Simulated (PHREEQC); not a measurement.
Solution (25 °C): 0.043 mol CuSO4, 9.4e-05 mol HCl and 0.0015 mol FeCl3 per kg of water. Closed to the air; pH follows from the charge balance.

Model: ion-association model, wateq4f.dat, run in PHREEQC.

**Question.** The ionic strength comes out as 0.102 mol/kgw. What activity coefficients do H+, Cl-, FeSO4+, Fe2(OH)2+4, Cu+2 get?

**Answer.** H+ 0.82, Cl- 0.76, FeSO4+ 0.78, Fe2(OH)2+4 0.019, Cu+2 0.40.

No solid was allowed to form. The solution is supersaturated, for example in Fe(OH)3(a), Hematite (slow to form), so a real one may precipitate; this is no full list. Species that the database lacks are ignored.
